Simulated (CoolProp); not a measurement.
Vapour-liquid equilibrium of ethane (1) + hydrogen sulfide (2) at 260.6 K; x and y are mole fractions of (1).

The numbers come from the multi-fluid Helmholtz-energy mixture model, Bücker 2006 and Lemmon 2006; pair parameters Kunz 2012 in CoolProp.

```tsv
x	bubble pressure, mixture model (kPa)	bubble pressure, Raoult's law (kPa)	y, mixture model	y, Raoult's law
0.05	930.4	753.0	0.258	0.115
0.15	1231	856.8	0.462	0.304
0.25	1405	960.6	0.550	0.453
0.35	1513	1064	0.602	0.572
0.45	1591	1168	0.644	0.670
0.55	1654	1272	0.685	0.752
0.65	1705	1376	0.730	0.822
0.75	1744	1480	0.786	0.882
0.85	1764	1583	0.855	0.934
0.95	1757	1687	0.945	0.979
```

The largest gap from Raoult's law is +46.3 % in bubble pressure, at x = 0.25. y crosses x between x = 0.85 and 0.95: the model has an azeotrope there.

The pair parameters rest on a limited set of measurements; away from them the model extrapolates.
